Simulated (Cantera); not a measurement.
A Cantera script and what it prints.

```python
import numpy as np
import cantera as ct

gas_names = """
    N NO NO2 NO3 N2 N2O O O2 O3 Si SiN SiO SiO2 Si2 Si2N Si3
""".split()
cond_names = """
    Si(cr) Si(L) SiO2(Lqz) SiO2(hqz) SiO2(L) Si2N2O(s) Si3N4(a)
""".split()


def load(file, names, dense=False):
    # The tables refer to 1 bar. Condensed volumes are neglected.
    table = {s.name: s for s in ct.Species.list_from_file(file)}
    out = []
    for n in names:
        d = dict(table[n].input_data)
        d["thermo"] = dict(d["thermo"], **{"reference-pressure": 1e5})
        if dense:
            d["equation-of-state"] = {"model": "constant-volume", "density": "1e6 g/cm^3"}
        out.append(ct.Species.from_dict(d))
    return out


gas = ct.Solution(thermo="ideal-gas", species=load("nasa_gas.yaml", gas_names))
cond = {s.name: ct.Solution(thermo="fixed-stoichiometry", species=[s], name=s.name)
        for s in load("nasa_condensed.yaml", cond_names, dense=True)}
atoms = {
    'Si3N4': {'Si': 3, 'N': 4},
    'O2': {'O': 2},
    'N2': {'N': 2},
}
top_T = {'Si2N2O(s)': 2100, 'Si3N4(a)': 2400}  # K; cautious upper limits of use, not melting points


def equilibrate(T, P, feed):
    n = {}
    for name, mol in feed.items():
        for a, k in atoms[name].items():
            n[a] = n.get(a, 0.0) + k * mol
    gas.TPX = T, P, n
    mass = sum(n.values()) * gas.mean_molecular_weight
    gas.equilibrate("TP")
    valid = [c for c in cond.values() if c.min_temp <= T <= top_T.get(c.name, c.max_temp)]
    mix = ct.Mixture([(gas, mass / gas.mean_molecular_weight)] + [(c, 0.0) for c in valid])
    mix.T, mix.P = T, P
    mix.equilibrate("TP", solver="vcs", rtol=1e-11, max_steps=5000)
    return mix


results = []
feed = {'Si3N4': 1, 'O2': 0.0055, 'N2': 970}  # mol
T = 1925  # K
for P in [0.1, 1, 10, 100, 1000, 10000, 100000, 1000000]:
    mix = equilibrate(T, P, feed)
    results.append((T, P, feed, dict(zip(mix.species_names, mix.species_moles))))

top = {s: max(r[3][s] / sum(r[3][g] for g in gas_names) for r in results) for s in gas_names}
cols = sorted((s for s in top if top[s] > 0.0001), key=lambda s: -top[s])[:8]
seen = [c for c in cond_names if any(r[3].get(c, 0) > 1e-12 for r in results)]
print("log10 of partial pressures in bar; condensed amounts in mol")
print(f"{'P/Pa':>10s}" + "".join(f"{s[:9]:>10s}" for s in cols + seen))
for T, P, feed, n in results:
    ng = sum(n[g] for g in gas_names)
    print(f"{P:10.4g}" + "".join(f"{np.log10(max(n[s] / ng * P / 1e5, 1e-99)):10.3f}" for s in cols)
          + "".join(f"{n.get(c, 0):10.4g}" for c in seen))
```

Result:

```
log10 of partial pressures in bar; condensed amounts in mol
      P/Pa        N2        Si     Si(L)  Si3N4(a)
       0.1    -6.001    -8.514         0         0
         1    -5.001    -7.514         0         0
        10    -4.001    -6.515         0         0
       100    -3.001    -5.521         0         0
      1000    -2.001    -4.759     1.053         0
     1e+04    -1.000    -4.912         0    0.9444
     1e+05    -0.000    -5.579         0    0.9951
     1e+06     1.000    -6.245         0    0.9963
```

Equilibrium computed with Cantera from the NASA thermochemical tables; the gas is ideal and each condensed phase is pure. The tables' values for SiN are old estimates; treat these amounts as uncertain.
